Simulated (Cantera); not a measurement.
Input: 1 mol MgSO4, 0.35 mol O2, equilibrated at 24.0 Pa.

Equilibrium computed with Cantera from the NASA thermochemical tables; the gas is ideal and each condensed phase is pure. Candidate condensed phases: Mg, MgO, MgS, MgSO4, S; 14 gas species. The numbers say what is thermodynamically allowed, not how fast it happens.

x: gas mole fraction; n: condensed amount in mol.

```json
[
 {"T (°C)": "1550", "x SO2": "0.537", "x O2": "0.455", "x O": "0.00657", "x Mg": "2.49e-5", "x SO": "0.00131", "x MgO": "?", "n MgO(s)": "1.000"},
 {"T (°C)": "1575", "x SO2": "0.536", "x O2": "0.454", "x O": "0.00824", "x Mg": "4.78e-5", "x SO": "0.00172", "x MgO": "?", "n MgO(s)": "1.000"},
 {"T (°C)": "1600", "x SO2": "0.535", "x O2": "0.453", "x O": "0.0103", "x Mg": "9.02e-5", "x SO": "0.00223", "x MgO": "?", "n MgO(s)": "1.000"},
 {"T (°C)": "1625", "x SO2": "0.533", "x O2": "0.451", "x O": "0.0127", "x Mg": "0.000167", "x SO": "0.00287", "x MgO": "?", "n MgO(s)": "1.000"},
 {"T (°C)": "1650", "x SO2": "0.531", "x O2": "0.449", "x O": "0.0157", "x Mg": "0.000306", "x SO": "0.00368", "x MgO": "?", "n MgO(s)": "0.999"},
 {"T (°C)": "1675", "x SO2": "0.529", "x O2": "0.447", "x O": "0.0192", "x Mg": "0.000549", "x SO": "0.00468", "x MgO": "?", "n MgO(s)": "0.999"},
 {"T (°C)": "1700", "x SO2": "0.526", "x O2": "0.444", "x O": "0.0233", "x Mg": "0.000974", "x SO": "0.00590", "x MgO": "?", "n MgO(s)": "0.998"},
 {"T (°C)": "1725", "x SO2": "0.522", "x O2": "0.441", "x O": "0.0282", "x Mg": "0.00170", "x SO": "0.00740", "x MgO": "?", "n MgO(s)": "0.997"},
 {"T (°C)": "1750", "x SO2": "0.517", "x O2": "0.437", "x O": "0.0340", "x Mg": "0.00293", "x SO": "0.00922", "x MgO": "?", "n MgO(s)": "0.994"},
 {"T (°C)": "1775", "x SO2": "0.511", "x O2": "0.432", "x O": "0.0407", "x Mg": "0.00500", "x SO": "0.0114", "x MgO": "?", "n MgO(s)": "0.990"},
 {"T (°C)": "1800", "x SO2": "0.502", "x O2": "0.426", "x O": "0.0484", "x Mg": "0.00841", "x SO": "0.0140", "x MgO": "?", "n MgO(s)": "0.983"},
 {"T (°C)": "1825", "x SO2": "0.492", "x O2": "0.419", "x O": "0.0573", "x Mg": "0.0140", "x SO": "0.0170", "x MgO": "?", "n MgO(s)": "0.971"},
 {"T (°C)": "1850", "x SO2": "0.477", "x O2": "0.411", "x O": "0.0674", "x Mg": "0.0231", "x SO": "0.0204", "x MgO": "?", "n MgO(s)": "0.952"}
]
```

Problem. Complete the blanks.

Solution. 
- 1550, x MgO: 1.88e-6
- 1575, x MgO: 3.37e-6
- 1600, x MgO: 5.96e-6
- 1625, x MgO: 1.04e-5
- 1650, x MgO: 1.78e-5
- 1675, x MgO: 3.01e-5
- 1700, x MgO: 5.02e-5
- 1725, x MgO: 8.27e-5
- 1750, x MgO: 0.000135
- 1775, x MgO: 0.000216
- 1800, x MgO: 0.000343
- 1825, x MgO: 0.000539
- 1850, x MgO: 0.000838
